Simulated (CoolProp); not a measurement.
m-xylene along the isobar 0.884 MPa: fugacity coefficient from the reference equation and from simpler models built on Tc = 343.7 °C, pc = 3.535 MPa, ω = 0.326; each cubic takes its own stable root.

Computed with CoolProp (reference Helmholtz-energy equation of state, Zhou 2012).

```csv
T (°C),phase,reference
120.75,liquid,0.06860
143.65,liquid,0.1276
166.55,liquid,0.2184
189.45,liquid,0.3486
212.35,liquid,0.5241
235.35,liquid,0.7491
258.25,gas,0.8525
281.15,gas,0.8722
304.05,gas,0.8884
```

Problem. How far does each simpler model (van der Waals, Soave-Redlich-Kwong, Peng-Robinson) lie from the reference over these 9 states: mean and median of the absolute difference, and the worst?

Solution. 
- van der Waals: mean 157.9 %, median 65.9 %, worst +565.7 % at 120.75 °C and 0.884 MPa
- Soave-Redlich-Kwong: mean 1.4 %, median 1.1 %, worst +2.8 % at 235.35 °C and 0.884 MPa
- Peng-Robinson: mean 0.4 %, median 0.4 %, worst +0.6 % at 212.35 °C and 0.884 MPa

At some of these states van der Waals gives the other phase, because its saturation line lies elsewhere.
